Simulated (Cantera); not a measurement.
Feed: 1 mol B2O3, 0.085 mol H2O, 150 mol H2, 0.1 mol NH3, equilibrated at 675 °C and 1.00 bar.

Method: chemical equilibrium by Gibbs-energy minimisation in Cantera with the NASA 1993 tables (ideal gas, pure condensed phases). Candidate condensed phases: B, BN, B2O3, B3O3H3, H2O; 39 gas species. Gases not in the tables: H3BO3. Equilibrium is a limit: real reactors are often held back by kinetics, nucleation or transport.

Task: What is the equilibrium state?

Result: 
```json
{
 "x(H2)": "0.999",
 "x(H2O)": "0.000656",
 "x(N2)": "0.000295",
 "x(NH3)": "1.43e-5",
 "n(BN(s))": "0.00919 mol",
 "n(B2O3(l))": "0.995 mol",
 "gas_amount": "150.3 mol",
 "log10 activity of B(s) (absent)": "-7.45",
 "log10 activity of B3O3H3(s) (absent)": "-13.30"
}
```
